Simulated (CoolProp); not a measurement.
n-butane along the isobar 55.8 bar: density (kg/m³) from the reference equation and from simpler models built on Tc = 425.1 K, pc = 37.96 bar, ω = 0.201; each cubic takes its own stable root.

The numbers come from the reference Helmholtz-energy equation of state, Bücker 2006 in CoolProp.

| T (K) | phase | reference |
|---|---|---|
| 375.7 | liquid | 483.8 |
| 391 | liquid | 458.5 |
| 406.4 | liquid | 428.6 |
| 421.7 | liquid | 391.0 |
| 437 | supercritical | 334.2 |
| 452.4 | supercritical | 231.4 |
| 467.7 | supercritical | 164.0 |
| 483 | supercritical | 135.0 |
| 498.4 | supercritical | 118.2 |
| 513.7 | supercritical | 106.9 |
| 529 | supercritical | 98.39 |
| 544.3 | supercritical | 91.71 |
| 559.7 | supercritical | 86.20 |
| 575 | supercritical | 81.58 |

**Question.** How far does each simpler model (van der Waals, Redlich-Kwong, Soave-Redlich-Kwong, Peng-Robinson) lie from the reference over these 14 states: mean and median of the absolute difference, and the worst?

**Answer.** 
- van der Waals: mean 16.7 %, median 10.8 %, worst -34.1 % at 375.7 K and 55.8 bar
- Redlich-Kwong: mean 7.0 %, median 3.5 %, worst -15.2 % at 421.7 K and 55.8 bar
- Soave-Redlich-Kwong: mean 7.2 %, median 5.2 %, worst -16.8 % at 437 K and 55.8 bar
- Peng-Robinson: mean 2.6 %, median 1.7 %, worst -8.9 % at 437 K and 55.8 bar
